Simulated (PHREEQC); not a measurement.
Solution (65 °C): 0.0013 mol/kgw CuCl2, 0.00012 mol/kgw H2SO4 and 0.0019 mol/kgw H3BO3. Closed to the air; pH follows from the charge balance.

Equilibrium calculation in PHREEQC: ion-association model, phreeqc.dat.

Precipitation was switched off in this run.

### Question
Order these S species by the share of S that they hold, largest first: HSO4-, CuSO4, SO4-2.

### Answer
SO4-2 (81 %), CuSO4 (15 %), HSO4- (3.8 %)

The pH is 3.66 and the ionic strength 0.00411 mol/kgw. Complexes and solids missing from the database can't appear. At this temperature some constants are extrapolated from 25 °C, and those without enthalpy data are left unchanged.
